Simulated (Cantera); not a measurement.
Mixture: CH₄ : CO : O₂ : N₂ = 1 : 0.048 : 1.19 : 4.48 (molar parts), at 21000 Torr, adiabatic and at constant volume. Ignition delay is the time to a rise of 400 K.

Cantera simulation using GRI-Mech 3.0 (53 species, 325 reactions); the numbers are that mechanism's predictions, not measurements. The pressure lies above the range GRI-Mech 3.0 was tuned for (to about 10 atm).

Question: What does this change do: pressure from 21000 Torr to 760 Torr?

Answer: 
```json
[
 {"quantity": "delay at 1023 K", "before": "27.4 ms", "after": "1.06 s"},
 {"quantity": "delay at 1123 K", "before": "5.61 ms", "after": "0.196 s"},
 {"quantity": "delay at 1223 K", "before": "1.52 ms", "after": "43.4 ms"},
 {"quantity": "delay at 1323 K", "before": "0.492 ms", "after": "11.1 ms"},
 {"quantity": "delay at 1423 K", "before": "0.178 ms", "after": "3.25 ms"},
 {"quantity": "apparent activation energy between 1373 and 1473 K", "before": "160 kJ/mol", "after": "200 kJ/mol"}
]
```

Question: What does this change do: pressure from 21000 Torr to 3750 Torr?

Answer: 
| quantity | before | after |
|---|---|---|
| delay at 1023 K | 27.4 ms | 0.189 s |
| delay at 1123 K | 5.61 ms | 39.9 ms |
| delay at 1223 K | 1.52 ms | 10.0 ms |
| delay at 1323 K | 0.492 ms | 2.87 ms |
| delay at 1423 K | 0.178 ms | 0.915 ms |
| apparent activation energy between 1373 and 1473 K | 160 kJ/mol | 180 kJ/mol |
